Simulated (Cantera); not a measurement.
A Cantera script and what it prints.

```python
import numpy as np
import cantera as ct

gas_names = """
    CL CL2 H HCL H2 Si SiCL SiCL2 SiCL3 SiCL4 SiH SiHCL3 SiH2 SiH2CL2 SiH3 SiH3CL SiH4 Si2 Si3
""".split()
cond_names = """
    Si(cr) Si(L)
""".split()


def load(file, names, dense=False):
    # The tables refer to 1 bar. Condensed volumes are neglected.
    table = {s.name: s for s in ct.Species.list_from_file(file)}
    out = []
    for n in names:
        d = dict(table[n].input_data)
        d["thermo"] = dict(d["thermo"], **{"reference-pressure": 1e5})
        if dense:
            d["equation-of-state"] = {"model": "constant-volume", "density": "1e6 g/cm^3"}
        out.append(ct.Species.from_dict(d))
    return out


gas = ct.Solution(thermo="ideal-gas", species=load("nasa_gas.yaml", gas_names))
cond = {s.name: ct.Solution(thermo="fixed-stoichiometry", species=[s], name=s.name)
        for s in load("nasa_condensed.yaml", cond_names, dense=True)}
atoms = {
    'SiCl4': {'Si': 1, 'CL': 4},
    'Cl2': {'CL': 2},
    'H2': {'H': 2},
}
top_T = {}  # K; cautious upper limits of use, not melting points


def equilibrate(T, P, feed):
    n = {}
    for name, mol in feed.items():
        for a, k in atoms[name].items():
            n[a] = n.get(a, 0.0) + k * mol
    gas.TPX = T, P, n
    mass = sum(n.values()) * gas.mean_molecular_weight
    gas.equilibrate("TP")
    valid = [c for c in cond.values() if c.min_temp <= T <= top_T.get(c.name, c.max_temp)]
    mix = ct.Mixture([(gas, mass / gas.mean_molecular_weight)] + [(c, 0.0) for c in valid])
    mix.T, mix.P = T, P
    mix.equilibrate("TP", solver="vcs", rtol=1e-11, max_steps=5000)
    return mix


results = []
feed = {'SiCl4': 1, 'Cl2': 2.2, 'H2': 0.93}  # mol
T = 748.15  # K
P = 58000  # Pa
mix = equilibrate(T, P, feed)
results.append((T, P, feed, dict(zip(mix.species_names, mix.species_moles))))
print(gas.report(threshold=0.001))
for i in range(1, mix.n_phases):
    print(f"{mix.phase(i).name:16s} {mix.phase_moles(i):12.5e} mol")
```

Output:

```
       temperature   748.15 K
          pressure   58000 Pa
           density   0.73992 kg/m^3
  mean mol. weight   79.356 kg/kmol
   phase of matter   gas

                          1 kg             1 kmol
                     ---------------   ---------------
          enthalpy        -2.271e+06       -1.8021e+08  J
   internal energy       -2.3494e+06       -1.8643e+08  J
           entropy              3662         2.906e+05  J/K
    Gibbs function       -5.0107e+06       -3.9763e+08  J
 heat capacity c_p             633.4             50264  J/K
 heat capacity c_v            528.63             41950  J/K

                      mass frac. Y      mole frac. X     chem. pot. / RT
                     ---------------   ---------------   ---------------
               CL2           0.27474            0.3075           -29.908
               HCL           0.20691           0.45036           -39.782
             SiCL4           0.51835           0.24213           -152.02
     [  +16 minor]        8.4025e-07        1.8809e-06

Si(cr)            0.00000e+00 mol
```

Cantera equilibrium calculation (NASA polynomials, part measured and part estimated; ideal gas, pure solids and liquids).
